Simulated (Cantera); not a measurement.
Input: 1 mol B2O3, 0.74 mol SiCl4, 4 mol O2, at 875 K and 0.0260 bar.

Cantera equilibrium calculation (NASA polynomials, part measured and part estimated; ideal gas, pure solids and liquids). Candidate condensed phases: B, B2O3, Si, SiO2; 27 gas species. Condensed phases not in the tables: borates and borosilicate glass, alloys, solid solutions and most ternary compounds. Rates play no part.

Base state: O2 0.688, Cl2 0.312, Cl 0.000160 (mole fractions); condensed: B2O3(l) + SiO2(β-quartz).

**Question.** What changes in the equilibrium state with this change: 0.35 mol H2 added?

**Answer.** 
```json
[
 {"species": "O2", "before": "0.688", "after": "0.639"},
 {"species": "Cl2", "before": "0.312", "after": "0.231"},
 {"species": "HCl", "before": "0", "after": "0.122"},
 {"species": "H2O", "before": "0", "after": "0.00781"},
 {"species": "Cl", "before": "0.000160", "after": "0.000137"},
 {"species": "B2O3(l), mol", "before": "1.00", "after": "1.000"},
 {"species": "SiO2(β-quartz), mol", "before": "0.740", "after": "0.740"}
]
```
Gases not in the tables: H3BO3. Further candidate phases: B3O3H3, H2O.

**Question.** What changes in the equilibrium state with this change: 0.012 mol NH3 added?

**Answer.** 
| species | before | after |
|---|---|---|
| O2 | 0.688 | 0.684 |
| Cl2 | 0.312 | 0.307 |
| HCl | 0 | 0.00751 |
| N2 | 0 | 0.00126 |
| H2O | 0 | 2.29e-5 |
| B2O3(l), mol | 1.00 | 1.00 |
| SiO2(β-quartz), mol | 0.740 | 0.740 |
Further candidate phases: BN, B3O3H3, H2O, NH4Cl, Si2N2O, Si3N4.
